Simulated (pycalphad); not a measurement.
Effect of Al content in Mg-Al-Si

CALPHAD calculation (pycalphad, COST 507 light-alloy database (1999)), 1 atm. These are 1990s assessments: newer ones move some temperatures and phases. Amounts are mole fractions of atoms. Kinetics are ignored, which matters at the lower temperatures.

### Question
One of these alloys has its liquidus at 901 K, its solidus at 866 K, and holds hcp 0.96, MG2SI 0.03, ALMG_GAMMA under 0.01 at 450 K. Which?
A. Mg-9.28Al-1.06Si (at.%)
B. Mg-1.16Al-1.06Si (at.%)
C. Mg-0.58Al-1.06Si (at.%)
D. Mg-2.32Al-1.06Si (at.%)
E. Mg-6.96Al-1.06Si (at.%)

### Answer
D, Mg-2.32Al-1.06Si (at.%). The others: Mg-0.58Al-1.06Si (at.%), liquidus 911, solidus 901; Mg-1.16Al-1.06Si (at.%), liquidus 907, solidus 889; Mg-6.96Al-1.06Si (at.%), liquidus 874, solidus 774; Mg-9.28Al-1.06Si (at.%), liquidus 869, solidus 736

Database names, with the compositions (at.%) that they take in these runs: MG2SI: Mg 67 Si 33; ALMG_GAMMA: Mg 59 Al 40.
